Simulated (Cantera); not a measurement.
Feed: 1 mol Fe3O4, 7.2 mol CO, 0.1 mol H2, at 2350 K and 1.60 bar.

Cantera equilibrium calculation (NASA polynomials, part measured and part estimated; ideal gas, pure solids and liquids). Candidate condensed phases: C, C6H6, C7H8, C8H18, Fe, Fe(CO)5, FeO, Fe(OH)2, Fe(OH)3, Fe2O3, Fe3O4, H2O; 114 gas species. The tables' stoichiometric FeO is somewhat more stable than real wüstite, so its field is too wide. FeO: taken at fixed stoichiometry. Kinetics and transport are ignored.

Base state: CO 0.849, CO2 0.133, H2 0.00691, H2O 0.00625, Fe 0.00336, H 0.000820, OH 0.000128, FeO 0.000123 (mole fractions); condensed: FeO(l).

What changes in the equilibrium state with this change: temperature from 2350 K to 2548 K?


```csv
species,before,after
CO,0.849,0.832
CO2,0.133,0.140
Fe,0.00336,0.0122
O2,3.86e-6,3.98e-5
O,1.03e-5,9.11e-5
FeO,0.000123,0.000724
OH,0.000128,0.000441
H,0.000820,0.00189
"FeO(l), mol",2.97,2.90
```

What changes in the equilibrium state with this change: Fe3O4 replaced by CuO?


```
species        before     after
-----------  --------  --------
CO              0.849     0.819
CO2             0.133     0.125
Cu                  0    0.0422
Fe            0.00336         0
Cu2                 0  0.000470
FeO          0.000123         0
H2O           0.00625   0.00592
OH           0.000128  0.000123
FeO(l), mol      2.97         0
Cu(l), mol          0     0.671
```
Further candidate phases: Cu, CuO, Cu(OH)2, Cu2O.
